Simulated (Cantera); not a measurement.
# Low-pressure radical oxidation in H2/O2

An isothermal, constant-pressure homogeneous reactor starts with 7.09 % H₂, 70.9 % O₂, 22.0 % N₂, equivalence ratio 0.050, at 1250 K and 130 Pa.

Model: GRI-Mech 3.0 (53 species, 325 reactions), integrated in Cantera. Radical loss at walls, strong at low pressure, is not modelled. The temperature is held fixed by assumption; the heat of reaction is taken as removed at once.

| t (s) | x H₂ | x O₂ | x N₂O | x OH | x H |
|---|---|---|---|---|---|
| 4.00e-6 | 0.0709 | 0.709 | <1e-12 | <1e-12 | 4.45e-11 |
| 2.32e-5 | 0.0709 | 0.709 | <1e-12 | 6.07e-12 | 2.53e-10 |
| 0.000135 | 0.0709 | 0.709 | <1e-12 | 1.80e-10 | 1.34e-9 |
| 0.000783 | 0.0709 | 0.709 | <1e-12 | 3.78e-9 | 6.62e-9 |
| 0.00455 | 0.0709 | 0.709 | <1e-12 | 2.50e-7 | 2.74e-7 |
| 0.0264 | 0.00287 | 0.659 | 6.49e-11 | 0.00592 | 0.0173 |
| 0.153 | 0.00185 | 0.658 | 2.40e-10 | 0.00503 | 0.0152 |
| 0.890 | 0.00159 | 0.665 | 2.60e-10 | 0.00469 | 0.0117 |
| 5.17 | 0.000673 | 0.685 | 3.74e-10 | 0.00310 | 0.00292 |
| 30.0 | 4.86e-5 | 0.697 | 7.38e-10 | 0.000841 | 5.42e-5 |
x: mole fraction; the columns are a selection and need not sum to one.

Equilibrium at this temperature and pressure: H₂ 8.47e-8, O₂ 0.698, N₂O 3.67e-10, OH 3.52e-5, H 3.93e-9 (gas phase only).
